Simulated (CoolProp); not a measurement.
Properties of dimethyl ether at several states (Tc = 127.2 °C, pc = 53.37 bar, ω = 0.196).

Computed with CoolProp (reference Helmholtz-energy equation of state, Wu 2011).

```tsv
T (°C)	p (bar)	phase	density (kg/m³)	cp (kJ/(kg K))	expansivity (1/kK)	viscosity (µPa s)	fugacity coefficient
-78.95	23.4	liquid	807.3	2.139	1.532	498	0.002021
-77.35	18	liquid	805.0	2.141	1.542	479	0.002910
189.75	25.4	gas	34.19	2.085	3.135	15.3	0.8966
```

Viscosity comes from a separate model (Meng 2012).
